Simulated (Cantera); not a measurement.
Feed: 1 mol Ti(NMe2)4, 9.5 mol O2, held at 1373.15 K and 15.0 mbar.

Cantera equilibrium calculation (NASA polynomials, part measured and part estimated; ideal gas, pure solids and liquids). Candidate condensed phases: C, C6H6, C7H8, C8H18, H2O, Ti, TiC, TiN, TiO, TiO2, Ti2O3, Ti3O5, Ti4O7; 139 gas species. The feed counts by its element totals alone. Equilibrium is a limit: real reactors are often held back by kinetics, nucleation or transport.

Base state: H2O 0.284, H2 0.262, CO 0.238, CO2 0.125, N2 0.0909, H 1.39e-5 (mole fractions); condensed: TiO2(rutile).

Q: What changes in the equilibrium state with this change: Ti(NMe2)4 replaced by Ti(OiPr)4?

A: 
```tsv
species	before	after
CO	0.238	0.342
H2	0.262	0.312
H2O	0.284	0.226
N2	0.0909	0
CO2	0.125	0.120
H	1.39e-5	1.52e-5
TiO2(rutile), mol	1.00	1.00
```
